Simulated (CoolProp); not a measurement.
Octamethylcyclotetrasiloxane (D4) along the isotherm 620 K: fugacity coefficient from the reference equation and from simpler models built on Tc = 586.5 K, pc = 1.347 MPa, ω = 0.598; each cubic takes its own stable root.

Values from CoolProp's reference Helmholtz-energy equation of state, Thol 2015.

```tsv
p (MPa)	phase	reference
0.0842	gas	0.9823
0.168	gas	0.9649
0.253	gas	0.9473
0.337	gas	0.9300
0.421	gas	0.9128
0.505	gas	0.8958
0.589	gas	0.8788
0.674	gas	0.8618
```

Q: How far does each simpler model (van der Waals, Redlich-Kwong, Peng-Robinson) lie from the reference over these 8 states: mean and median of the absolute difference, and the worst?

A: 
- van der Waals: mean 0.7 %, median 0.7 %, worst +1.1 % at 620 K and 0.674 MPa
- Redlich-Kwong: mean 0.2 %, median 0.2 %, worst -0.3 % at 620 K and 0.674 MPa
- Peng-Robinson: mean 0.6 %, median 0.6 %, worst -1.0 % at 620 K and 0.674 MPa
